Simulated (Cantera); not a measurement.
Feed: 1 mol SiHCl3, 0.12 mol C3H8, 90 mol H2, at 1300 K and 0.0600 bar.

Cantera equilibrium calculation (NASA polynomials, part measured and part estimated; ideal gas, pure solids and liquids). Candidate condensed phases: C, C6H6, C7H8, C8H18, Si, SiC; 109 gas species. Mutual solubility and eutectic melting of coexisting phases are not modelled. The tables' values for SiCl3 are old estimates; treat these amounts as uncertain. Rates play no part.

Base state: H2 0.970, HCl 0.0272, SiCl2 0.00204, SiCl3 0.000153, SiHCl3 0.000111, SiCl4 6.84e-5, SiH2Cl2 2.54e-5 (mole fractions); condensed: Si(s) + SiC(s).

Question: What changes in the equilibrium state with this change: H2 from 90 to 4.8 mol?

Answer: 
```
species        before     after
-----------  --------  --------
H2              0.970     0.759
HCl            0.0272     0.148
SiCl4         6.84e-5    0.0388
SiCl3        0.000153    0.0141
SiCl2         0.00204    0.0305
SiHCl3       0.000111   0.00904
SiH2Cl2       2.54e-5  0.000297
Si(s), mol      0.418         0
SiC(s), mol     0.360     0.360
```

Question: What changes in the equilibrium state with this change: temperature from 1300 K to 1048 K?

Answer: 
| species | before | after |
|---|---|---|
| H2 | 0.970 | 0.980 |
| HCl | 0.0272 | 0.0144 |
| SiCl4 | 6.84e-5 | 0.00269 |
| SiHCl3 | 0.000111 | 0.00187 |
| SiH2Cl2 | 2.54e-5 | 0.000147 |
| SiCl2 | 0.00204 | 0.000396 |
| Si(s), mol | 0.418 | 0.149 |
| SiC(s), mol | 0.360 | 0.360 |
